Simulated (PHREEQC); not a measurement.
Hard or scaling water: an equilibrium model

Dissolve 0.0098 mol/kgw CaCl2, 8.3e-05 mol/kgw Na2SO4 and 0.038 mol/kgw MgSO4 at 25 °C. Closed to the air; pH follows from the charge balance.

The numbers come from PHREEQC with the Pitzer model, pitzer.dat.

- ionic strength = 0.182 mol/kgw
- specific conductance = 8350 µS/cm
- density = 1.003 g/cm³
- osmotic coefficient = 0.700

```csv
species,molality,activity,log γ
SO4-2,0.0381,0.00765,-0.697
Mg+2,0.0380,0.0109,-0.542
Cl-,0.0196,0.0142,-0.140
Ca+2,0.00980,0.00239,-0.613
Na+,0.000166,0.000127,-0.115
MgOH+,1.76e-7,1.31e-7,-0.127
H+,1.74e-7,1.29e-7,-0.130
HSO4-,1.27e-7,9.38e-8,-0.131
OH-,1.25e-7,7.85e-8,-0.202
```

This is a speciation only: nothing precipitates in the calculation. Species that the database lacks are ignored.
